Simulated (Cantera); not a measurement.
## Adiabatic ignition

An adiabatic, constant-volume homogeneous reactor starts with 2.47 % CH4, 16.5 % O2, 80.7 % N2, 0.395 % C2H6, equivalence ratio 0.38, at 1623 K and 188 Torr.

Detailed kinetics in Cantera: GRI-Mech 3.0 (53 species, 325 reactions).

```json
[
 {"t (s)": "2.00e-6", "T (K)": "1623", "P (bar)": "0.250", "x CH4": "0.0247", "x O2": "0.165", "x NO": "<1e-12", "x NO2": "<1e-12", "x H": "6.43e-8", "x C2H": "<1e-12"},
 {"t (s)": "7.43e-6", "T (K)": "1622", "P (bar)": "0.250", "x CH4": "0.0247", "x O2": "0.165", "x NO": "<1e-12", "x NO2": "<1e-12", "x H": "3.05e-7", "x C2H": "<1e-12"},
 {"t (s)": "2.76e-5", "T (K)": "1621", "P (bar)": "0.250", "x CH4": "0.0246", "x O2": "0.165", "x NO": "<1e-12", "x NO2": "<1e-12", "x H": "2.94e-6", "x C2H": "<1e-12"},
 {"t (s)": "0.000102", "T (K)": "1620", "P (bar)": "0.250", "x CH4": "0.0236", "x O2": "0.163", "x NO": "9.00e-11", "x NO2": "<1e-12", "x H": "5.72e-5", "x C2H": "1.59e-10"},
 {"t (s)": "0.000381", "T (K)": "2090", "P (bar)": "0.330", "x CH4": "<1e-12", "x O2": "0.0968", "x NO": "1.08e-5", "x NO2": "1.34e-9", "x H": "0.00671", "x C2H": "<1e-12"},
 {"t (s)": "0.00141", "T (K)": "2232", "P (bar)": "0.350", "x CH4": "<1e-12", "x O2": "0.0970", "x NO": "0.000143", "x NO2": "2.75e-8", "x H": "0.00321", "x C2H": "<1e-12"},
 {"t (s)": "0.00525", "T (K)": "2359", "P (bar)": "0.367", "x CH4": "<1e-12", "x O2": "0.0982", "x NO": "0.000767", "x NO2": "3.00e-7", "x H": "0.000848", "x C2H": "<1e-12"},
 {"t (s)": "0.0195", "T (K)": "2368", "P (bar)": "0.368", "x CH4": "<1e-12", "x O2": "0.0975", "x NO": "0.00271", "x NO2": "1.15e-6", "x H": "0.000680", "x C2H": "<1e-12"},
 {"t (s)": "0.0725", "T (K)": "2358", "P (bar)": "0.366", "x CH4": "<1e-12", "x O2": "0.0952", "x NO": "0.00748", "x NO2": "3.17e-6", "x H": "0.000638", "x C2H": "<1e-12"},
 {"t (s)": "0.269", "T (K)": "2350", "P (bar)": "0.365", "x CH4": "<1e-12", "x O2": "0.0934", "x NO": "0.0114", "x NO2": "4.83e-6", "x H": "0.000604", "x C2H": "<1e-12"},
 {"t (s)": "1.00", "T (K)": "2350", "P (bar)": "0.365", "x CH4": "<1e-12", "x O2": "0.0932", "x NO": "0.0117", "x NO2": "4.93e-6", "x H": "0.000602", "x C2H": "<1e-12"}
]
```
x: mole fraction; the columns are a selection and need not sum to one.

```yaml
time_of_steepest_temperature_rise: 0.234 ms
temperature at 1.00 s: 2350 K
equilibrium_temperature: 2350 K
x(CH4) at 1.00 s: <1e-12 (gas-phase equilibrium <1e-12)
x(O2) at 1.00 s: 0.0932 (gas-phase equilibrium 0.0932)
x(NO) at 1.00 s: 0.0117 (gas-phase equilibrium 0.0117)
```
